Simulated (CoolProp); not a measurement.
Saturation properties of propylene (Tc = 364.2 K, pc = 4555 kPa, ω = 0.146).

The numbers come from the reference Helmholtz-energy equation of state, Lemmon 2013 in CoolProp.

| T (K) | p (kPa) | liquid density (kg/m³) | vapour density (kg/m³) | liquid viscosity (µPa s) | vapour viscosity (µPa s) |
|---|---|---|---|---|---|
| 167.7 | 2.504 | 677.8 | 0.07573 | 432 | 4.75 |
| 173.6 | 4.165 | 671.1 | 0.1218 | 391 | 4.91 |
| 179.5 | 6.668 | 664.4 | 0.1889 | 356 | 5.08 |
| 185.4 | 10.31 | 657.7 | 0.2835 | 326 | 5.24 |
| 191.3 | 15.47 | 650.9 | 0.4131 | 299 | 5.41 |
| 197.2 | 22.57 | 644.0 | 0.5863 | 276 | 5.57 |
| 203.1 | 32.10 | 637.1 | 0.8127 | 256 | 5.74 |
| 209 | 44.64 | 630.1 | 1.103 | 237 | 5.90 |

It boils at 225.5 K under 1 atm.

Viscosity comes from a separate model (Huber 2003), an estimate that may be off by 10 % or more.
